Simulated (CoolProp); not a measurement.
The numbers come from the reference Helmholtz-energy equation of state, Lemmon 2006 in CoolProp. It is a short technical equation, of lower accuracy than the large ones.

Problem. Give the vapour pressure (MPa), vapour density (kg/m³), liquid cp (kJ/(kg K)) of saturated isohexane at 400.9, 407.1, 419.5 K.

Solution. 
| T (K) | p (MPa) | vapour density (kg/m³) | liquid cp (kJ/(kg K)) |
|---|---|---|---|
| 400.9 | 0.580 | 17.9 | 2.81 |
| 407.1 | 0.660 | 20.4 | 2.86 |
| 419.5 | 0.843 | 26.4 | 2.96 |
